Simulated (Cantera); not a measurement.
What does this Cantera script print?

```python
import numpy as np
import cantera as ct

gas_names = """
    CL CL2 H HCL H2 Si SiCL SiCL2 SiCL3 SiCL4 SiH SiHCL3 SiH2 SiH2CL2 SiH3 SiH3CL SiH4 Si2 Si3
""".split()
cond_names = """
    Si(cr) Si(L)
""".split()


# ... load() reads the species with a 1 bar reference pressure and builds the phases ...
atoms = {
    'SiH2Cl2': {'Si': 1, 'H': 2, 'CL': 2},
    'H2': {'H': 2},
}
top_T = {}  # K; cautious upper limits of use, not melting points


# ... equilibrate(T, P, feed) seeds the gas with the atoms and calls Mixture.equilibrate('TP', solver="vcs", rtol=1e-11, max_steps=5000) ...
results = []
feed = {'SiH2Cl2': 1, 'H2': 9.3}  # mol
P = 3400  # Pa
for T in [800, 850, 900, 950, 1000, 1050, 1100, 1150, 1200, 1250, 1300]:
    mix = equilibrate(T, P, feed)
    results.append((T, P, feed, dict(zip(mix.species_names, mix.species_moles))))

top = {s: max(r[3][s] / sum(r[3][g] for g in gas_names) for r in results) for s in gas_names}
cols = sorted((s for s in top if top[s] > 0.0001), key=lambda s: -top[s])[:8]
seen = [c for c in cond_names if any(r[3].get(c, 0) > 1e-12 for r in results)]
print("log10 of partial pressures in bar; condensed amounts in mol")
print(f"{'T/K':>10s}" + "".join(f"{s[:9]:>10s}" for s in cols + seen))
for T, P, feed, n in results:
    ng = sum(n[g] for g in gas_names)
    print(f"{T:10.4g}" + "".join(f"{np.log10(max(n[s] / ng * P / 1e5, 1e-99)):10.3f}" for s in cols)
          + "".join(f"{n.get(c, 0):10.4g}" for c in seen))
```

It prints:

```
log10 of partial pressures in bar; condensed amounts in mol
       T/K        H2       HCL     SiCL4     SiCL2    SiHCL3     SiCL3   SiH2CL2    Si(cr)
       800    -1.492    -4.066    -2.908    -6.629    -3.378    -5.792    -4.940    0.4716
       850    -1.492    -3.794    -2.913    -6.020    -3.391    -5.392    -4.925    0.4781
       900    -1.493    -3.555    -2.922    -5.483    -3.407    -5.041    -4.915    0.4879
       950    -1.495    -3.343    -2.938    -5.007    -3.428    -4.734    -4.912    0.5014
      1000    -1.498    -3.157    -2.963    -4.586    -3.456    -4.467    -4.916    0.5188
      1050    -1.501    -2.994    -3.004    -4.215    -3.495    -4.238    -4.929    0.5393
      1100    -1.505    -2.853    -3.066    -3.891    -3.550    -4.050    -4.956    0.5605
      1150    -1.511    -2.734    -3.160    -3.615    -3.629    -3.907    -5.000    0.5791
      1200    -1.516    -2.639    -3.298    -3.388    -3.741    -3.814    -5.067    0.5915
      1250    -1.522    -2.568    -3.491    -3.214    -3.893    -3.780    -5.162    0.5958
      1300    -1.526    -2.522    -3.744    -3.091    -4.090    -3.804    -5.287    0.5935
```

Equilibrium computed with Cantera from the NASA thermochemical tables; the gas is ideal and each condensed phase is pure. The tables' values for SiCl3 are old estimates; treat these amounts as uncertain.
